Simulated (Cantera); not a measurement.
A closed system holds: 1 mol B2O3, 0.37 mol N2, 0.16 mol H2, held at 56.0 mbar.

Cantera equilibrium calculation (NASA polynomials, part measured and part estimated; ideal gas, pure solids and liquids). Candidate condensed phases: B, BN, B2O3, B3O3H3, H2O; 39 gas species. The numbers say what is thermodynamically allowed, not how fast it happens.

Question: At 2073 K, list the 6 most abundant gas species with their mole fractions, and the condensed phases.

Answer: B2O3 0.566, N2 0.240, HBO2 0.0795, H2 0.0504, B2O2 0.0231, HBO 0.0218. Condensed: gas only.
